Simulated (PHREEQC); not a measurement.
Dissolve 0.25 mol/kgw NaHSO4, 0.0031 mol/kgw Na2SO4 and 0.4 mol/kgw KCl at 15 °C. Closed to the air; pH follows from the charge balance.

Model: ion-association model, phreeqc.dat, run in PHREEQC.

```
quantity                  before   after
------------------------  ------  ------
pH                          1.04    1.11
ionic strength (mol/kgw)   0.813   0.777
HSO4- (mol/kgw)            0.129   0.145
SO4-2 (mol/kgw)           0.0798  0.0619
SI of Sylvite (KCl)        -2.09   -2.23
SI of Halite (NaCl)        -2.92   -2.95
```

Question: Name the change that produced these shifts.
A. temperature from 15 to 40 °C
B. Na2SO4 left out
C. Na2SO4 from 0.0031 to 0.00341 mol/kgw
D. 0.011 mol/kgw NaAlO2 added

Answer: A, temperature from 15 to 40 °C

No solid was allowed to form. The ionic strength passes 0.7 mol/kgw, the rough limit of the ion-association models, in every such run. Constants without temperature data keep their 25 °C values here.
